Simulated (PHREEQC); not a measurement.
Make-up at 25 °C: 0.0013 mol NH4Br per kg of water. Closed to the air; pH follows from the charge balance.

All values are PHREEQC results (ion-association model, wateq4f.dat), not measurements.

Each row changes one thing in this solution. This is a speciation only: nothing precipitates in the calculation.

```tsv
case	pH	ionic strength (mol/kgw)
as made	6.08	0.00130
NH4Br from 0.0013 to 0.0026 mol/kgw	5.94	0.00260
NH4Br replaced by NH4BF4 at the same molality	3.11	0.00211
NH4Br from 0.0013 to 0.00117 mol/kgw	6.10	0.00117
temperature from 25 to 75 °C	5.43	0.00130
NH4Br replaced by HBr at the same molality	2.90	0.00130
diluted 100-fold with water	6.88	1.31e-5
NH4Br from 0.0013 to 0.00195 mol/kgw	6.00	0.00195
```

Away from 25 °C the constants follow the database's enthalpies or fits; those with neither stay at their 25 °C values. Real BF4- forms and hydrolyses slowly; the run takes it at equilibrium.
